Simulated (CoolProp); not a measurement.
Vapour-liquid equilibrium of dimethyl ether (1) + 1-butene (2) at 304.6 K; x and y are mole fractions of (1).

Values from CoolProp's multi-fluid Helmholtz-energy mixture model, Wu 2011 and Lemmon 2005; pair parameters Bell 2016.

| x | bubble pressure, mixture model (MPa) | bubble pressure, Raoult's law (MPa) | y, mixture model | y, Raoult's law |
|---|---|---|---|---|
| 0.05 | 0.3843 | 0.3772 | 0.104 | 0.094 |
| 0.15 | 0.4307 | 0.4120 | 0.272 | 0.258 |
| 0.25 | 0.4735 | 0.4468 | 0.404 | 0.396 |
| 0.35 | 0.5129 | 0.4816 | 0.512 | 0.514 |
| 0.45 | 0.5493 | 0.5164 | 0.604 | 0.617 |
| 0.55 | 0.5830 | 0.5513 | 0.684 | 0.706 |
| 0.65 | 0.6143 | 0.5861 | 0.758 | 0.785 |
| 0.75 | 0.6434 | 0.6209 | 0.828 | 0.855 |
| 0.85 | 0.6706 | 0.6557 | 0.896 | 0.918 |
| 0.95 | 0.6959 | 0.6905 | 0.965 | 0.974 |

The largest gap from Raoult's law is +6.5 % in bubble pressure, at x = 0.35. No azeotrope shows between x = 0.05 and 0.95.

Pair parameters are fitted to limited data, so mixtures are less certain than the pure fluids.
